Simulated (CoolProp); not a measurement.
Aqueous potassium acetate as a coolant, at 5 °C, 1 atm.

Model: Melinder's fits for secondary coolants, in CoolProp.

| mass % | freezing point (°C) | conductivity (W/(m K)) | cp (kJ/(kg K)) | Prandtl number | density (kg/m³) |
|---|---|---|---|---|---|
| 2.4 | -0.8 | 0.565 | 4.095 | 11.7 | 1016 |
| 6.4 | -2.7 | 0.553 | 3.935 | 12.6 | 1037 |
| 10.4 | -4.8 | 0.540 | 3.792 | 13.6 | 1057 |
| 14.5 | -7.2 | 0.527 | 3.658 | 14.9 | 1077 |
| 18.5 | -10.0 | 0.515 | 3.535 | 16.5 | 1098 |
| 22.5 | -13.5 | 0.503 | 3.416 | 18.4 | 1120 |
| 26.5 | -18.1 | 0.491 | 3.300 | 20.7 | 1143 |
| 30.5 | -23.9 | 0.480 | 3.185 | 23.8 | 1167 |
| 34.6 | -31.2 | 0.468 | 3.069 | 27.8 | 1191 |
| 38.6 | -39.2 | 0.457 | 2.958 | 32.9 | 1214 |
